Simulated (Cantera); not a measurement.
Input: 1 mol MgSO4, 0.03 mol CO2, held at 10.0 mbar.

Method: chemical equilibrium by Gibbs-energy minimisation in Cantera with the NASA 1993 tables (ideal gas, pure condensed phases). Candidate condensed phases: C, Mg, MgCO3, MgO, MgS, MgSO4, S; 26 gas species. The numbers say what is thermodynamically allowed, not how fast it happens.

Question: At 1200 °C, list the 5 most abundant gas species with their mole fractions, and the condensed phases.

Answer: SO2 0.653, O2 0.326, CO2 0.0196, SO3 0.00160, O 1.59e-5. Condensed: MgO(s).
